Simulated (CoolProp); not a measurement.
The numbers come from the reference Helmholtz-energy equation of state, Beckmüller 2019 in CoolProp.

Task: For n-octane, give the phase and the cv (kJ/(kg K)), Joule-Thomson coefficient (K/MPa) at 73.95 °C and 1.23 MPa; 190.35 °C and 1.23 MPa.

Result: 
- 73.95 °C and 1.23 MPa: liquid; cv 1.96, Joule-Thomson coefficient -0.348
- 190.35 °C and 1.23 MPa: liquid; cv 2.42, Joule-Thomson coefficient 0.00722
